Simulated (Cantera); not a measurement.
## Dilute partial oxidation

An isothermal, constant-pressure homogeneous reactor starts with CH2O : O2 : N2 = 0.017 : 0.031 : 1 (molar parts), equivalence ratio 0.55, at 1475 K and 1.00 atm.

Computed with Cantera and GRI-Mech 3.0 (53 species, 325 reactions).

```tsv
t (s)	x CH2O	x O2	x C2H6	x N2O	x HCN	x CO	x HO2
0.000900	1.28e-11	0.0150	<1e-12	2.40e-7	<1e-12	0.00395	3.35e-6
0.00156	1.91e-12	0.0141	<1e-12	2.97e-7	<1e-12	0.00182	2.69e-6
0.00271	<1e-12	0.0136	<1e-12	3.84e-7	<1e-12	0.000793	1.89e-6
0.00469	<1e-12	0.0134	<1e-12	4.76e-7	<1e-12	0.000321	1.10e-6
0.00814	<1e-12	0.0134	<1e-12	5.46e-7	<1e-12	0.000122	5.33e-7
0.0141	<1e-12	0.0134	<1e-12	5.67e-7	<1e-12	4.43e-5	2.29e-7
0.0245	<1e-12	0.0133	<1e-12	5.22e-7	<1e-12	1.59e-5	9.37e-8
0.0424	<1e-12	0.0133	<1e-12	4.04e-7	<1e-12	5.84e-6	3.98e-8
0.0736	<1e-12	0.0134	<1e-12	2.44e-7	<1e-12	2.33e-6	1.93e-8
0.128	<1e-12	0.0134	<1e-12	1.05e-7	<1e-12	1.07e-6	1.17e-8
0.221	<1e-12	0.0134	<1e-12	3.77e-8	<1e-12	6.28e-7	9.12e-9
0.384	<1e-12	0.0134	<1e-12	2.23e-8	<1e-12	4.92e-7	8.40e-9
0.665	<1e-12	0.0134	<1e-12	2.07e-8	<1e-12	4.70e-7	8.28e-9
1.15	<1e-12	0.0134	<1e-12	2.06e-8	<1e-12	4.69e-7	8.28e-9
2.00	<1e-12	0.0134	<1e-12	2.06e-8	<1e-12	4.69e-7	8.28e-9
```
x: mole fraction; the columns are a selection and need not sum to one.

Equilibrium at this temperature and pressure: CH2O <1e-12, O2 0.0132, C2H6 <1e-12, N2O 2.05e-8, HCN <1e-12, CO 4.72e-7, HO2 8.21e-9 (gas phase only).
